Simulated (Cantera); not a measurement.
**NO annealing gas**

An isothermal, constant-pressure homogeneous reactor starts with 69.1 % NO, 30.9 % N₂, at 2000 K and 10.00 Torr.

Cantera simulation using GRI-Mech 3.0 (53 species, 325 reactions); the numbers are that mechanism's predictions, not measurements. Radical loss at walls, strong at low pressure, is not modelled.

```tsv
t (s)	x NO	x N₂O	x NO₂	x N₂	x O	x O₂
5.00e-6	0.691	3.70e-8	<1e-12	0.309	3.70e-8	1.29e-12
1.73e-5	0.691	1.28e-7	1.15e-11	0.309	1.28e-7	1.54e-11
5.97e-5	0.691	4.41e-7	1.37e-10	0.309	4.41e-7	1.84e-10
0.000206	0.691	1.52e-6	1.63e-9	0.309	1.53e-6	2.21e-9
0.000713	0.691	5.21e-6	1.88e-8	0.309	5.31e-6	2.65e-8
0.00246	0.691	1.75e-5	2.02e-7	0.309	1.87e-5	3.21e-7
0.00851	0.691	5.47e-5	1.75e-6	0.309	6.88e-5	4.13e-6
0.0294	0.690	0.000135	8.69e-6	0.309	0.000266	6.19e-5
0.102	0.688	0.000173	1.80e-5	0.310	0.000731	0.000831
0.351	0.679	0.000153	2.47e-5	0.315	0.000964	0.00535
1.21	0.643	0.000127	3.96e-5	0.332	0.00124	0.0228
4.19	0.509	6.66e-5	6.29e-5	0.399	0.00193	0.0895
14.5	0.179	6.61e-6	3.87e-5	0.564	0.00298	0.254
50.0	0.0186	1.03e-7	4.67e-6	0.644	0.00337	0.334
```
x: mole fraction; the columns are a selection and need not sum to one.

Equilibrium at this temperature and pressure: NO 0.00886, N₂O 5.22e-8, NO₂ 2.24e-6, N₂ 0.649, O 0.00339, O₂ 0.339 (gas phase only).
